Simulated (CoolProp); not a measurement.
Values from CoolProp's reference Helmholtz-energy equation of state, Thol 2018.

Question: For hydrogen chloride, give the phase and the density (kg/m³), cp (kJ/(kg K)), cv (kJ/(kg K)) at 53.85 °C and 405 bar.

Answer: 
- 53.85 °C and 405 bar: supercritical; density 907, cp 1.68, cv 0.846
